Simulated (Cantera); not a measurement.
Charge: 1 mol MgO, 0.012 mol Cl2, held at 1573 K and 0.0250 bar.

These are equilibrium values from Cantera (NASA tables, ideal gas, pure condensed phases), not measurements of a reactor. Candidate condensed phases: Mg, MgCl2, MgO; 11 gas species. The numbers say what is thermodynamically allowed, not how fast it happens.

Base state: MgCl2 0.478, O2 0.239, Cl 0.185, Cl2 0.0978, ClO 0.000321, O 3.23e-5 (mole fractions); condensed: MgO(s).

**Question.** What changes in the equilibrium state with this change: 0.35 mol HCl added?

**Answer.** 
```json
[
 {"species": "HCl", "before": "0", "after": "0.802"},
 {"species": "MgCl2", "before": "0.478", "after": "0.0850"},
 {"species": "H2O", "before": "0", "after": "0.0713"},
 {"species": "O2", "before": "0.239", "after": "0.00673"},
 {"species": "Cl2", "before": "0.0978", "after": "0.00292"},
 {"species": "Cl", "before": "0.185", "after": "0.0319"},
 {"species": "OH", "before": "0", "after": "0.000129"},
 {"species": "H2", "before": "0", "after": "2.64e-5"},
 {"species": "ClO", "before": "0.000321", "after": "9.31e-6"},
 {"species": "MgO(s), mol", "before": "0.991", "after": "0.969"}
]
```
Further candidate phases: H2O, Mg(OH)2.

**Question.** What changes in the equilibrium state with this change: MgO replaced by Al?

**Answer.** 
| species | before | after |
|---|---|---|
| AlCl | 0 | 0.992 |
| AlCl2 | 0 | 0.00587 |
| Al | 0 | 0.00166 |
| MgCl2 | 0.478 | 0 |
| O2 | 0.239 | 0 |
| Cl2 | 0.0978 | <1e-9 |
| Cl | 0.185 | 2.10e-7 |
| ClO | 0.000321 | 0 |
| AlCl3 | 0 | 0.000208 |
| O | 3.23e-5 | 0 |
| MgO(s), mol | 0.991 | 0 |
| Al(l), mol | 0 | 0.976 |
The tables' values for AlCl2 are old estimates; treat these amounts as uncertain. Further candidate phases: Al, AlCl3.
